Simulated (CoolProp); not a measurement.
Vapour-liquid equilibrium of R1234yf (1) + R227EA (2) at 189.1 K; x and y are mole fractions of (1).

Model: multi-fluid Helmholtz-energy mixture model, Lemmon 2022 and Lemmon 2016; pair parameters Bell 2016, in CoolProp.

```
x      bubble pressure, mixture model (MPa)  bubble pressure, Raoult's law (MPa)  y, mixture model  y, Raoult's law
-----  ------------------------------------  -----------------------------------  ----------------  ---------------
0.05                               0.001581                             0.001569             0.133            0.126
0.125                              0.001782                             0.001758             0.290            0.282
0.2                                0.001977                             0.001947             0.413            0.407
0.275                              0.002168                             0.002136             0.514            0.510
0.35                               0.002356                             0.002325             0.597            0.596
0.425                              0.002542                             0.002513             0.669            0.670
0.5                                0.002727                             0.002702             0.730            0.733
0.575                              0.002911                             0.002891             0.784            0.788
0.65                               0.003096                             0.003080             0.832            0.836
0.725                              0.003280                             0.003269             0.875            0.879
0.8                                0.003466                             0.003458             0.914            0.917
0.875                              0.003651                             0.003646             0.949            0.951
0.95                               0.003837                             0.003835             0.981            0.981
```

The largest gap from Raoult's law is +1.5 % in bubble pressure, at x = 0.2. No azeotrope shows between x = 0.05 and 0.95.

Pair parameters are fitted to limited data, so mixtures are less certain than the pure fluids.
